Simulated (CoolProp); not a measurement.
The fluoroketone C6F12O (FK-5-1-12) along the isobar 101 bar: density (kg/m³) from the reference equation and from simpler models built on Tc = 168.7 °C, pc = 18.69 bar, ω = 0.471; each cubic takes its own stable root.

Model: reference Helmholtz-energy equation of state, McLinden 2015, in CoolProp.

```csv
T (°C),phase,reference
166.65,liquid,1239
171.75,supercritical,1222
176.75,supercritical,1206
181.75,supercritical,1189
186.75,supercritical,1172
191.75,supercritical,1155
196.75,supercritical,1138
201.75,supercritical,1121
206.75,supercritical,1104
211.85,supercritical,1086
216.85,supercritical,1068
221.85,supercritical,1051
226.85,supercritical,1034
```

Question: How far does each simpler model (van der Waals, Redlich-Kwong, Soave-Redlich-Kwong, Peng-Robinson) lie from the reference over these 13 states: mean and median of the absolute difference, and the worst?

Answer: 
- van der Waals: mean 23.4 %, median 23.6 %, worst -27.2 % at 166.65 °C and 101 bar
- Redlich-Kwong: mean 4.4 %, median 4.5 %, worst -6.5 % at 166.65 °C and 101 bar
- Soave-Redlich-Kwong: mean 6.8 %, median 6.8 %, worst -7.2 % at 226.85 °C and 101 bar
- Peng-Robinson: mean 3.2 %, median 3.2 %, worst +4.4 % at 166.65 °C and 101 bar
